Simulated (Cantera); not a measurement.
An isothermal, constant-pressure homogeneous reactor starts with 96.0 % N2O, 4.03 % H2O, at 1600 K and 3300 Pa.

Detailed kinetics in Cantera: GRI-Mech 3.0 (53 species, 325 reactions). GRI-Mech 3.0 was tuned for natural gas; its chemistry of N2O as a main component is partial and can be far from experiment. Radical loss at walls, strong at low pressure, is not modelled. The temperature is held fixed by assumption; the heat of reaction is taken as removed at once.

x: mole fraction; the columns are a selection and need not sum to one.

| t (s) | x N2O | x H2O | x O2 | x OH | x H2 |
|---|---|---|---|---|---|
| 6.00e-6 | 0.960 | 0.0403 | 6.45e-7 | … | <1e-12 |
| 2.43e-5 | 0.960 | 0.0403 | 9.53e-6 | … | 1.55e-11 |
| 9.81e-5 | 0.959 | 0.0403 | 0.000109 | … | 4.06e-9 |
| 0.000396 | 0.956 | 0.0402 | 0.000732 | … | 3.46e-7 |
| 0.00160 | 0.944 | 0.0399 | 0.00355 | … | 3.76e-6 |
| 0.00648 | 0.898 | 0.0392 | 0.0149 | 0.000450 | 4.73e-6 |
| 0.0262 | 0.741 | 0.0371 | 0.0545 | 0.000486 | 3.35e-6 |
| 0.106 | 0.373 | 0.0321 | 0.148 | 0.000478 | 3.78e-6 |
| 0.428 | 0.0386 | 0.0275 | 0.236 | … | 5.90e-6 |
| 1.73 | 6.32e-5 | 0.0271 | 0.247 | 0.000231 | 2.09e-6 |
| 7.00 | 5.66e-6 | 0.0271 | 0.248 | 0.000227 | 2.02e-6 |

Q: What belongs in the gaps?

A: 
- 6.00e-6, x OH: 1.85e-7
- 2.43e-5, x OH: 2.72e-6
- 9.81e-5, x OH: 3.04e-5
- 0.000396, x OH: 0.000177
- 0.00160, x OH: 0.000394
- 0.428, x OH: 0.000418
